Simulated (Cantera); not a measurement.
An adiabatic, constant-pressure homogeneous reactor starts with C₃H₈ : O₂ : N₂ : CO₂ = 1 : 2.17 : 6.96 : 1 (molar parts), at 1723 K and 13500 Torr. Integrator tolerance rtol = 1e-08.

Cantera simulation using GRI-Mech 3.0 (53 species, 325 reactions); the numbers are that mechanism's predictions, not measurements. GRI-Mech 3.0 was tuned for natural gas; its chemistry of propane as a main component is partial and can be far from experiment. The pressure lies above the range GRI-Mech 3.0 was tuned for (to about 10 atm).

Task: What does this change do: constant volume in place of constant pressure?

Result: 
```tsv
quantity	before	after
time of steepest temperature rise	2.39 µs	2.13 µs
temperature at 0.300 s	2625 K	2935 K
equilibrium temperature	2625 K	2935 K
x(C₃H₈) at 0.300 s	<1e-12 (gas-phase equilibrium <1e-12)	<1e-12 (gas-phase equilibrium <1e-12)
x(O₂) at 0.300 s	4.84e-6 (gas-phase equilibrium 4.84e-6)	2.55e-5 (gas-phase equilibrium 2.55e-5)
x(CO₂) at 0.300 s	0.0316 (gas-phase equilibrium 0.0316)	0.0293 (gas-phase equilibrium 0.0293)
x(CO) at 0.300 s	0.235 (gas-phase equilibrium 0.235)	0.237 (gas-phase equilibrium 0.237)
x(CH₃) at 0.300 s	1.60e-9 (gas-phase equilibrium 1.78e-9)	5.43e-9 (gas-phase equilibrium 6.02e-9)
x(H₂O₂) at 0.300 s	1.05e-8 (gas-phase equilibrium 1.05e-8)	6.31e-8 (gas-phase equilibrium 6.31e-8)
```

Task: What does this change do: pressure from 13500 Torr to 975 Torr?

Result: 
```tsv
quantity	before	after
time of steepest temperature rise	2.39 µs	19.0 µs
temperature at 0.300 s	2625 K	2569 K
equilibrium temperature	2625 K	2569 K
x(C₃H₈) at 0.300 s	<1e-12 (gas-phase equilibrium <1e-12)	<1e-12 (gas-phase equilibrium <1e-12)
x(O₂) at 0.300 s	4.84e-6 (gas-phase equilibrium 4.84e-6)	4.04e-5 (gas-phase equilibrium 4.04e-5)
x(CO₂) at 0.300 s	0.0316 (gas-phase equilibrium 0.0316)	0.0320 (gas-phase equilibrium 0.0320)
x(CO) at 0.300 s	0.235 (gas-phase equilibrium 0.235)	0.234 (gas-phase equilibrium 0.234)
x(CH₃) at 0.300 s	1.60e-9 (gas-phase equilibrium 1.78e-9)	2.98e-11 (gas-phase equilibrium 3.33e-11)
x(H₂O₂) at 0.300 s	1.05e-8 (gas-phase equilibrium 1.05e-8)	7.13e-9 (gas-phase equilibrium 7.13e-9)
```

Task: What does this change do: initial temperature 1723 to 1750 K?

Result: 
```tsv
quantity	before	after
time of steepest temperature rise	2.39 µs	2.03 µs
temperature at 0.300 s	2625 K	2649 K
equilibrium temperature	2625 K	2649 K
x(C₃H₈) at 0.300 s	<1e-12 (gas-phase equilibrium <1e-12)	<1e-12 (gas-phase equilibrium <1e-12)
x(O₂) at 0.300 s	4.84e-6 (gas-phase equilibrium 4.84e-6)	6.00e-6 (gas-phase equilibrium 6.00e-6)
x(CO₂) at 0.300 s	0.0316 (gas-phase equilibrium 0.0316)	0.0314 (gas-phase equilibrium 0.0314)
x(CO) at 0.300 s	0.235 (gas-phase equilibrium 0.235)	0.235 (gas-phase equilibrium 0.235)
x(CH₃) at 0.300 s	1.60e-9 (gas-phase equilibrium 1.78e-9)	1.60e-9 (gas-phase equilibrium 1.77e-9)
x(H₂O₂) at 0.300 s	1.05e-8 (gas-phase equilibrium 1.05e-8)	1.22e-8 (gas-phase equilibrium 1.22e-8)
```
